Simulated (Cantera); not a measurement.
Charge: 1 mol Si, 1.1 mol HBr, 28 mol N2, at 1625 K and 15.0 Torr.

These are equilibrium values from Cantera (NASA tables, ideal gas, pure condensed phases), not measurements of a reactor. Candidate condensed phases: Br2, Si, Si3N4; 28 gas species. The tables' values for SiBr3, SiBr are old estimates; treat these amounts as uncertain. Kinetics and transport are ignored.

Base state: N2 0.959, HBr 0.0180, H2 0.0102, SiBr2 0.00721, Br 0.00578, SiBr3 5.18e-5, H 5.03e-5, SiBr 1.71e-5 (mole fractions); condensed: Si3N4(s).

Q: What changes in the equilibrium state with this change: 0.27 mol H2O added?

A: 
```
species          before     after
--------------  -------  --------
N2                0.959     0.950
HBr              0.0180    0.0211
H2               0.0102    0.0177
SiBr2           0.00721   0.00575
SiO                   0  0.000205
SiBr3           5.18e-5   3.68e-5
Si3N4(s), mol     0.264    0.0992
Si2N2O(s), mol        0     0.264
```
Mutual solubility and eutectic melting of coexisting phases are not modelled. Further candidate phases: H2O, SiO2, Si2N2O.
